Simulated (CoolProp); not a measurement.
Properties of propylene at several states (Tc = 364.2 K, pc = 4.555 MPa, ω = 0.146).

Model: reference Helmholtz-energy equation of state, Lemmon 2013, in CoolProp.

| T (K) | p (MPa) | phase | density (kg/m³) | cp (kJ/(kg K)) | speed of sound (m/s) | Prandtl number | fugacity coefficient |
|---|---|---|---|---|---|---|---|
| 215.9 | 3.5 | liquid | 625.3 | 2.143 | 1274 | 3.19 | 0.02027 |
| 543.4 | 1.68 | gas | 16.17 | 2.448 | 333.9 | 0.737 | 0.9679 |
| 268.4 | 0.0176 | gas | 0.3330 | 1.428 | 247.5 | 0.769 | 0.9966 |
| 101.5 | 0.468 | liquid | 752.5 | 2.137 | 1946 | 45.3 | 1.389e-7 |
| 551.7 | 14.6 | supercritical | 163.2 | 2.940 | 331.7 | 1.12 | 0.7926 |

Viscosity comes from a separate model (Huber 2003), an estimate that may be off by 10 % or more. Thermal conductivity comes from a separate model (Huber 2003), an estimate that may be off by 10 % or more.
